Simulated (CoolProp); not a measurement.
Vapour-liquid equilibrium of C2F6 (R116) (1) + propylene (2) at 965 kPa; x and y are mole fractions of (1).

The numbers come from the multi-fluid Helmholtz-energy mixture model, Lemmon 2006 and Lemmon 2013; pair parameters Bell 2016 in CoolProp.

```
x     bubble temperature, mixture model (°C)  bubble temperature, Raoult's law (°C)  y, mixture model  y, Raoult's law
----  --------------------------------------  -------------------------------------  ----------------  ---------------
0.05                                     3.8                                   14.3               [?]            0.138
0.15                                   -11.3                                    8.0             0.574            0.352
0.25                                   -16.9                                    2.5               [?]            0.511
0.35                                   -19.1                                   -2.2             0.691            0.631
0.45                                     [?]                                   -6.3             0.712            0.725
0.55                                   -21.3                                  -10.0             0.734            0.800
0.65                                   -22.2                                  -13.3             0.761            0.861
0.75                                     [?]                                  -16.3             0.800            0.910
0.85                                     [?]                                  -19.0               [?]            0.951
0.95                                   -23.1                                  -21.5               [?]            0.985
```

Question: What belongs in the gaps?

Answer: 
- 0.05, y, mixture model: 0.311
- 0.25, y, mixture model: 0.657
- 0.45, bubble temperature, mixture model (°C): -20.3
- 0.75, bubble temperature, mixture model (°C): -22.9
- 0.85, bubble temperature, mixture model (°C): -23.3
- 0.85, y, mixture model: 0.857
- 0.95, y, mixture model: 0.942

The largest gap from Raoult's law is -19.4 K in bubble temperature, at x = 0.25. y crosses x between x = 0.85 and 0.95: the model has an azeotrope there.

Pair parameters are fitted to limited data, so mixtures are less certain than the pure fluids. With so large a gap from Raoult's law the liquid may split in two, which this calculation doesn't test in full.
